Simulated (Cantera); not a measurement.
A closed system holds: 1 mol Al, 4.8 mol Cl₂, 0.54 mol BCl₃, equilibrated at 873.15 K and 0.130 bar.

Method: chemical equilibrium by Gibbs-energy minimisation in Cantera with the NASA 1993 tables (ideal gas, pure condensed phases). Candidate condensed phases: Al, AlCl₃, B; 13 gas species. Equilibrium is a limit: real reactors are often held back by kinetics, nucleation or transport.

Base state: Cl₂ 0.684, AlCl₃ 0.200, BCl₃ 0.112, Al₂Cl₆ 0.00392, Cl 0.000102 (mole fractions); condensed: gas only.

Problem. What changes in the equilibrium state with this change: BCl₃ from 0.54 to 2.6 mol?

Solution. 
| species | before | after |
|---|---|---|
| Cl₂ | 0.684 | 0.479 |
| BCl₃ | 0.112 | 0.378 |
| AlCl₃ | 0.200 | 0.141 |
| Al₂Cl₆ | 0.00392 | 0.00197 |
| Cl | 0.000102 | 8.53e-5 |
